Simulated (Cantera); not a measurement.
A freely propagating, adiabatic, planar premixed flame of 54.1 % H2, 9.68 % O2, 36.3 % N2, equivalence ratio 2.8, unburnt at 423 K and 100.0 Torr; multicomponent transport, grid criteria slope 0.08 and curve 0.16, no radiation.

Cantera simulation using the H2/O2 subset of GRI-Mech 3.0, which has no nitrogen chemistry; the numbers are that mechanism's predictions, not measurements. Burning velocities carry a grid error of a few per cent, more on coarse grids.

Problem. Predict: laminar burning velocity; thermal thickness; peak x(O); peak x(H); peak x(H2O2).

Solution. laminar burning velocity: 340 cm/s
thermal thickness: 6.01 mm
peak x(O): 0.00194
peak x(H): 0.0961
peak x(H2O2): 5.94e-6
